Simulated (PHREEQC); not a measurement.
Consider water at 25 °C with 0.091 mol/kgw CaCl2, 0.00067 mol/kgw CO2 and 0.013 mol/kgw KCl. Closed to the air; pH follows from the charge balance.

Equilibrium calculation in PHREEQC: Pitzer model, pitzer.dat.

This is a speciation only: nothing precipitates in the calculation.

Predict the pH.

pH 4.77.

In which forms is C present?

CO2 97 %, HCO3- 3.3 % of the C.
